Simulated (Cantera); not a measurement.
A closed system holds: 1 mol V, 9.9 mol NH3, 1.5 mol N2, held at 2.20 Pa.

Method: chemical equilibrium by Gibbs-energy minimisation in Cantera with the NASA 1993 tables (ideal gas, pure condensed phases). Candidate condensed phases: V, VN; 11 gas species. VN: taken at fixed stoichiometry. Condensed phases not in the tables: V2N, N, O or C dissolved in the metal. The numbers say what is thermodynamically allowed, not how fast it happens.

x: gas mole fraction; n: condensed amount in mol.

```
T (K)    x H2       x H   x N2       x V       x N  n VN(s)  n V(s)
-----  ------  --------  -----  --------  --------  -------  ------
1223    0.714   5.42e-5  0.286  2.21e-12    <1e-12     1.00       0
1323    0.714  0.000286  0.286  4.77e-10    <1e-12     1.00       0
1423    0.713   0.00120  0.286   4.80e-8    <1e-12    1.000       0
1523    0.710   0.00415  0.285   2.61e-6  1.24e-11    1.000       0
1623    0.703       [?]  0.284       [?]       [?]    0.998       0
1723    0.670    0.0318  0.298  0.000791   1.02e-9        0   0.983
1823    0.631    0.0734  0.290   0.00550   6.29e-9        0   0.878
1923      [?]       [?]  0.271       [?]       [?]        0     [?]
2023    0.442     0.269  0.250    0.0388   1.34e-7        0       0
2123    0.311     0.426  0.228    0.0353   4.89e-7        0       0
2223    0.181     0.582  0.205    0.0318   1.58e-6        0       0
2323   0.0890     0.693  0.189    0.0293   4.65e-6        0       0
```

Task: Some entries are withheld; supply them.

Result: 
- 1923, x H2: 0.549
- 1923, x H: 0.149
- 1923, x V: 0.0311
- 1923, x N: 3.15e-8
- 1923, n V(s): 0.259
- 1623, x H: 0.0124
- 1623, x V: 8.63e-5
- 1623, x N: 1.27e-10
